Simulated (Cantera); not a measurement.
Reactions in the system C-O-Ta

Source: NASA polynomial tables (part measured, part estimated), evaluated in Cantera. Values are per mole of reaction as written; species without (g) are pure solids or liquids, kept so even where they would boil at 1 bar.

2 Ta + 5 CO₂(g) → Ta₂O₅ + 5 CO(g)

| T (K) | ΔH° (kJ) | ΔS° (J/K) | ΔG° (kJ) | log10 K | condensed phases |
|---|---|---|---|---|---|
| 300 | -631.0 | -20.1 | -625.0 | 108.82 | Ta(s), Ta₂O₅(s) |
| 1175 | -608.2 | 19.0 | -630.5 | 28.03 | Ta(s), Ta₂O₅(s) |
| 1325 | -605.2 | 21.4 | -633.6 | 24.98 | Ta(s), Ta₂O₅(s) |
| 1475 | -602.4 | 23.4 | -636.9 | 22.56 | Ta(s), Ta₂O₅(s) |
| 1625 | -599.8 | 25.1 | -640.6 | 20.59 | Ta(s), Ta₂O₅(s) |
| 1775 | -597.2 | 26.6 | -644.4 | 18.96 | Ta(s), Ta₂O₅(s) |
| 1925 | -594.8 | 27.9 | -648.5 | 17.60 | Ta(s), Ta₂O₅(s) |
| 2075 | -471.7 | 87.7 | -653.8 | 16.46 | Ta(s), Ta₂O₅(l) |
| 2225 | -463.2 | 91.7 | -667.3 | 15.66 | Ta(s), Ta₂O₅(l) |
